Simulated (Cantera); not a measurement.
A closed system holds: 1 mol CS₂, 1.2 mol H₂, 2.5 mol O₂, equilibrated at 101000 Pa.

Method: chemical equilibrium by Gibbs-energy minimisation in Cantera with the NASA 1993 tables (ideal gas, pure condensed phases). Candidate condensed phases: C, C₆H₆, C₇H₈, C₈H₁₈, H₂O, H₂SO₄, S; 146 gas species. Ions and electrons are included (thermal ionisation). Kinetics and transport are ignored.

x: gas mole fraction; nothing condenses.

| T (K) | x O | x SO₂ | x H | x H₂O | x S | x SO | x CO | x CO₂ | x H₂ | x OH | x O₂ | x S₂ |
|---|---|---|---|---|---|---|---|---|---|---|---|---|
| 2500 | 0.000240 | 0.299 | 0.00682 | 0.210 | 0.00831 | 0.0993 | 0.170 | 0.0773 | 0.0745 | 0.00398 | 0.000277 | 0.0365 |
| 3000 | ___ | ___ | ___ | ___ | ___ | ___ | 0.178 | ___ | 0.0760 | ___ | ___ | ___ |
| 3500 | 0.1000 | 0.107 | 0.136 | 0.0585 | 0.0575 | 0.183 | 0.161 | 0.0210 | 0.0540 | 0.0680 | 0.0416 | 0.00426 |
| 4000 | ___ | ___ | ___ | ___ | ___ | ___ | ___ | ___ | ___ | ___ | ___ | ___ |
| 4500 | 0.379 | 0.00113 | 0.247 | 0.000433 | 0.185 | 0.0370 | 0.113 | 0.00102 | 0.00516 | 0.0145 | 0.0118 | 0.00153 |
| 5000 | 0.412 | 7.77e-5 | 0.252 | 3.63e-5 | 0.205 | 0.0105 | 0.108 | 0.000262 | 0.00156 | 0.00474 | 0.00351 | 0.000572 |

Some entries are withheld; supply them.


- 4000, x O: 0.273
- 4000, x SO₂: 0.0161
- 4000, x H: 0.223
- 4000, x H₂O: 0.00655
- 4000, x S: 0.130
- 4000, x SO: 0.112
- 4000, x CO: 0.130
- 4000, x CO₂: 0.00483
- 4000, x H₂: 0.0198
- 4000, x OH: 0.0431
- 4000, x O₂: 0.0340
- 4000, x S₂: 0.00326
- 3000, x O: 0.0103
- 3000, x SO₂: 0.243
- 3000, x H: 0.0433
- 3000, x H₂O: 0.157
- 3000, x S: 0.0232
- 3000, x SO: 0.164
- 3000, x CO₂: 0.0497
- 3000, x OH: 0.0296
- 3000, x O₂: 0.00842
- 3000, x S₂: 0.00850
